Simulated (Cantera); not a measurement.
A perfectly stirred reactor is fed with C3H8 : O2 : N2 = 1 : 5.21 : 52.1 (molar parts), at 0.365 atm; it is adiabatic with a 650 K inlet, and is followed from long to short residence time, starting on the burning branch (τ in s: 0.1, 0.04, 0.016, 0.0061, 0.0024, 0.00092, 0.00036, 0.00014, 5.5e-05).

Computed with Cantera and GRI-Mech 3.0 (53 species, 325 reactions). GRI-Mech 3.0 was tuned for natural gas; its chemistry of propane as a main component is partial and can be far from experiment.

Task: What does this change do: pressure from 0.365 atm to 1.00 atm?

Result: 
```
quantity                                                                       before                                 after
------------------------------------------------  -----------------------------------  ------------------------------------
blow-out, bracketed by the residence times tried  burning at 2.40 ms, out at 0.920 ms  burning at 0.920 ms, out at 0.360 ms
x(C3H8) at τ = 0.100 s                                                        1.45e-6                               1.26e-6
x(O2) at τ = 0.100 s                                                          0.00644                               0.00490
x(H) at τ = 0.100 s                                                          0.000859                              0.000205
x(C2H2) at τ = 0.100 s                                                        2.40e-6                               3.31e-6
x(O) at τ = 0.100 s                                                          0.000396                              0.000126
x(C3H8) at τ = 2.40 ms                                                        2.73e-5                               1.51e-5
x(O2) at τ = 2.40 ms                                                           0.0136                               0.00989
x(H) at τ = 2.40 ms                                                           0.00376                               0.00179
x(C2H2) at τ = 2.40 ms                                                        1.97e-5                               1.52e-5
x(O) at τ = 2.40 ms                                                           0.00125                              0.000703
```
